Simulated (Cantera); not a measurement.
Cantera run:

```python
import numpy as np
import cantera as ct

gas_names = """
    B BF BF2 BF3 BH BHF2 BH2 BH3 BO BOF BOF2 BO2 B2 B2O B2O2 B2O3 B3O3F3 B3O3H3 F FO FO2 F2 F2O H HBO
    HBO2 HF HOF HO2 H2 H2F2 H2O H2O2 H3B3O6 H3F3 H4F4 H5F5 H6F6 H7F7 O OH O2 O3
""".split()
cond_names = """
    B(b) B(L) B2O3(L) B3O3H3(cr) H2O(s) H2O(L)
""".split()


def load(file, names, dense=False):
    # The tables refer to 1 bar. Condensed volumes are neglected.
    table = {s.name: s for s in ct.Species.list_from_file(file)}
    out = []
    for n in names:
        d = dict(table[n].input_data)
        d["thermo"] = dict(d["thermo"], **{"reference-pressure": 1e5})
        if dense:
            d["equation-of-state"] = {"model": "constant-volume", "density": "1e6 g/cm^3"}
        out.append(ct.Species.from_dict(d))
    return out


gas = ct.Solution(thermo="ideal-gas", species=load("nasa_gas.yaml", gas_names))
cond = {s.name: ct.Solution(thermo="fixed-stoichiometry", species=[s], name=s.name)
        for s in load("nasa_condensed.yaml", cond_names, dense=True)}
atoms = {
    'BF3': {'B': 1, 'F': 3},
    'H2O': {'H': 2, 'O': 1},
    'H2': {'H': 2},
    'O2': {'O': 2},
}
top_T = {}  # K; cautious upper limits of use, not melting points


def equilibrate(T, P, feed):
    n = {}
    for name, mol in feed.items():
        for a, k in atoms[name].items():
            n[a] = n.get(a, 0.0) + k * mol
    gas.TPX = T, P, n
    mass = sum(n.values()) * gas.mean_molecular_weight
    gas.equilibrate("TP")
    valid = [c for c in cond.values() if c.min_temp <= T <= top_T.get(c.name, c.max_temp)]
    mix = ct.Mixture([(gas, mass / gas.mean_molecular_weight)] + [(c, 0.0) for c in valid])
    mix.T, mix.P = T, P
    mix.equilibrate("TP", solver="vcs", rtol=1e-11, max_steps=5000)
    return mix


results = []
feed = {'BF3': 1, 'H2O': 1.5, 'H2': 3.2, 'O2': 0.17}  # mol
P = 133.322  # Pa
for T in [1298, 1348, 1398, 1448, 1498, 1548, 1598, 1648, 1698, 1748]:
    mix = equilibrate(T, P, feed)
    results.append((T, P, feed, dict(zip(mix.species_names, mix.species_moles))))
    x = sorted(zip(gas.X, gas.species_names), reverse=True)
    print(f"T = {T:g} K  P = {P:g} Pa  gas = {mix.phase_moles(0):.4g} mol")
    print("   x: " + "  ".join(f"{s} {v:.3e}" for v, s in x if v > 0.0001))
    print("   condensed (mol): " + ("  ".join(f"{mix.phase(i).name} {mix.phase_moles(i):.4g}"
          for i in range(1, mix.n_phases) if mix.phase_moles(i) > 1e-12) or "none"))
```

Result:

```
T = 1298 K  P = 133.322 Pa  gas = 6.581 mol
   x: H2 4.346e-01  HF 2.866e-01  H2O 1.283e-01  BOF 1.171e-01  BF3 1.672e-02  HBO2 1.602e-02  B3O3F3 6.860e-04
   condensed (mol): none
T = 1348 K  P = 133.322 Pa  gas = 6.637 mol
   x: H2 4.309e-01  HF 2.987e-01  BOF 1.251e-01  H2O 1.200e-01  HBO2 1.583e-02  BF3 9.287e-03  B3O3F3 1.282e-04
   condensed (mol): none
T = 1398 K  P = 133.322 Pa  gas = 6.667 mol
   x: H2 4.289e-01  HF 3.059e-01  BOF 1.291e-01  H2O 1.152e-01  HBO2 1.576e-02  BF3 4.967e-03
   condensed (mol): none
T = 1448 K  P = 133.322 Pa  gas = 6.683 mol
   x: H2 4.279e-01  HF 3.100e-01  BOF 1.310e-01  H2O 1.125e-01  HBO2 1.582e-02  BF3 2.646e-03  H 1.651e-04
   condensed (mol): none
T = 1498 K  P = 133.322 Pa  gas = 6.691 mol
   x: H2 4.272e-01  HF 3.122e-01  BOF 1.318e-01  H2O 1.109e-01  HBO2 1.598e-02  BF3 1.433e-03  H 3.076e-04
   condensed (mol): none
T = 1548 K  P = 133.322 Pa  gas = 6.697 mol
   x: H2 4.268e-01  HF 3.135e-01  BOF 1.321e-01  H2O 1.100e-01  HBO2 1.617e-02  BF3 7.975e-04  H 5.509e-04
   condensed (mol): none
T = 1598 K  P = 133.322 Pa  gas = 6.7 mol
   x: H2 4.263e-01  HF 3.143e-01  BOF 1.321e-01  H2O 1.093e-01  HBO2 1.638e-02  H 9.518e-04  BF3 4.572e-04  B2O3 1.166e-04
   condensed (mol): none
T = 1648 K  P = 133.322 Pa  gas = 6.704 mol
   x: H2 4.258e-01  HF 3.147e-01  BOF 1.319e-01  H2O 1.088e-01  HBO2 1.659e-02  H 1.591e-03  BF3 2.702e-04  B2O3 1.351e-04
   condensed (mol): none
T = 1698 K  P = 133.322 Pa  gas = 6.708 mol
   x: H2 4.250e-01  HF 3.150e-01  BOF 1.317e-01  H2O 1.084e-01  HBO2 1.678e-02  H 2.582e-03  BF3 1.644e-04  B2O3 1.552e-04  HBO 1.061e-04
   condensed (mol): none
T = 1748 K  P = 133.322 Pa  gas = 6.713 mol
   x: H2 4.239e-01  HF 3.152e-01  BOF 1.314e-01  H2O 1.080e-01  HBO2 1.696e-02  H 4.074e-03  B2O3 1.767e-04  HBO 1.357e-04  BF3 1.028e-04
   condensed (mol): none
```

Method: chemical equilibrium by Gibbs-energy minimisation in Cantera with the NASA 1993 tables (ideal gas, pure condensed phases). Gases not in the tables: H3BO3.
